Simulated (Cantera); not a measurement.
Mixture: H₂ : O₂ : N₂ = 1 : 0.357 : 2 (molar parts), at 0.780 atm, adiabatic and at constant pressure. Ignition delay is the time to a rise of 400 K.

Model: the H2/O2 subset of GRI-Mech 3.0, which has no nitrogen chemistry, integrated in Cantera. Where the delays flatten at high temperature, the 400 K rule measures the pace of heat release, not the induction time.

### Question
What does this change do: pressure from 0.780 atm to 1.00 atm?

### Answer
| quantity | before | after |
|---|---|---|
| delay at 1048 K | 0.223 ms | 0.192 ms |
| delay at 1148 K | 0.105 ms | 83.3 µs |
| delay at 1248 K | 64.7 µs | 49.4 µs |
| delay at 1348 K | 46.9 µs | 34.6 µs |
| delay at 1448 K | 38.7 µs | 27.6 µs |
| delay at 1548 K | 35.5 µs | 24.5 µs |
